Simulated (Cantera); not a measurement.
Charge: 1 mol Fe2O3, 18 mol CO, 0.49 mol CH4, held at 2450 K and 1 atm.

Method: chemical equilibrium by Gibbs-energy minimisation in Cantera with the NASA 1993 tables (ideal gas, pure condensed phases). Candidate condensed phases: C, C6H6, C7H8, C8H18, Fe, Fe(CO)5, FeO, Fe(OH)2, Fe(OH)3, Fe2O3, Fe3O4, H2O; 114 gas species. Each liquid is taken as pure. Mutual solubility and eutectic melting of coexisting phases are not modelled. The tables' stoichiometric FeO is somewhat more stable than real wüstite, so its field is too wide. FeO: taken at fixed stoichiometry. Equilibrium is a limit: real reactors are often held back by kinetics, nucleation or transport.

Base state: CO 0.858, CO2 0.0694, H2 0.0317, Fe 0.0211, H2O 0.0155, H 0.00355, FeO 0.000495, OH 0.000340 (mole fractions); condensed: Fe(l) + FeO(l).

Q: What changes in the equilibrium state with this change: Fe2O3 replaced by TiO2?

A: 
| species | before | after |
|---|---|---|
| CO | 0.858 | 0.947 |
| H2 | 0.0317 | 0.0479 |
| H | 0.00355 | 0.00437 |
| CO2 | 0.0694 | 0.000461 |
| Fe | 0.0211 | 0 |
| H2O | 0.0155 | 0.000141 |
| TiO | 0 | 0.000172 |
| FeO | 0.000495 | 0 |
| Fe(OH)2 | 3.08e-5 | 0 |
| TiO2 | 0 | 1.14e-5 |
| O | 2.53e-5 | 1.52e-7 |
| Fe(l), mol | 0.770 | 0 |
| FeO(l), mol | 0.799 | 0 |
| Ti2O3(l), mol | 0 | 0.498 |
Further candidate phases: Ti, TiC, TiO, TiO2, Ti2O3, Ti3O5, Ti4O7.
